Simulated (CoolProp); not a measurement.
The fluid at 293.15 K and 2.03 MPa (gas) is heated at constant pressure to 374 K. The same conditions are run with several fluids, on thermodynamics alone (safety and materials aside).

Computed with CoolProp (reference Helmholtz-energy equation of state of each fluid (carbon monoxide: Lemmon 2006; methane: Setzmann 1991; C2F6 (R116): Lemmon 2006; nitrous oxide: Lemmon 2006; ethane: Bücker 2006)).

Problem. Rank carbon monoxide, methane, C2F6 (R116), nitrous oxide, ethane by heat (kJ/kg), highest first.

Solution. methane (195), ethane (174), carbon monoxide (86.6), nitrous oxide (83.2), C2F6 (R116) (75.7)

```csv
fluid,final density (kg/m³)
carbon monoxide,18.2
methane,10.6
C2F6 (R116),99.5
nitrous oxide,30.3
ethane,21.2
```
